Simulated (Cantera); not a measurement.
Source: NASA polynomial tables (part measured, part estimated), evaluated in Cantera. Values are per mole of reaction as written; species without (g) are pure solids or liquids, kept so even where they would boil at 1 bar.

2 HCl(g) + 2 TiCl₃(g) = 2 TiCl₄ + H₂(g)

```json
[
 {"T (K)": "300", "ΔH° (kJ)": "___", "ΔS° (J/K)": "___", "ΔG° (kJ)": "___", "log10 K": "___"},
 {"T (K)": "350", "ΔH° (kJ)": "-339.2", "ΔS° (J/K)": "-353.9", "ΔG° (kJ)": "-215.4", "log10 K": "32.14"},
 {"T (K)": "400", "ΔH° (kJ)": "___", "ΔS° (J/K)": "___", "ΔG° (kJ)": "___", "log10 K": "___"},
 {"T (K)": "450", "ΔH° (kJ)": "___", "ΔS° (J/K)": "___", "ΔG° (kJ)": "___", "log10 K": "___"},
 {"T (K)": "500", "ΔH° (kJ)": "-323.5", "ΔS° (J/K)": "-316.4", "ΔG° (kJ)": "-165.3", "log10 K": "17.27"},
 {"T (K)": "550", "ΔH° (kJ)": "-318.5", "ΔS° (J/K)": "-306.8", "ΔG° (kJ)": "-149.7", "log10 K": "14.22"}
]
```

Problem. Fill in the missing entries.

Solution. 
- 300, ΔH° (kJ): -344.9
- 300, ΔS° (J/K): -371.3
- 300, ΔG° (kJ): -233.5
- 300, log10 K: 40.65
- 400, ΔH° (kJ): -333.8
- 400, ΔS° (J/K): -339.5
- 400, ΔG° (kJ): -198.0
- 400, log10 K: 25.86
- 450, ΔH° (kJ): -328.6
- 450, ΔS° (J/K): -327.2
- 450, ΔG° (kJ): -181.4
- 450, log10 K: 21.05
